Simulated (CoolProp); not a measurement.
Vapour-liquid equilibrium of carbon dioxide (1) + R22 (2) at 235.9 K; x and y are mole fractions of (1).

Computed with CoolProp (multi-fluid Helmholtz-energy mixture model, Span 1996 and Kamei 1995; pair parameters Bell 2016).

```csv
x,bubble pressure (kPa),y at the bubble point,dew pressure at overall composition x (kPa),liquid density (mol/L)
0.05,155.6,0.263,124.9,16.50
0.2,279.9,0.646,145.1,17.54
0.35,421.6,0.805,173.0,18.68
0.5,573.5,0.887,214.4,19.93
0.65,730.2,0.936,282.2,21.30
0.8,889.7,0.969,414.9,22.82
0.95,1054,0.993,791.3,24.51
```

No azeotrope shows between x = 0.05 and 0.95.

Pair parameters are fitted to limited data, so mixtures are less certain than the pure fluids.
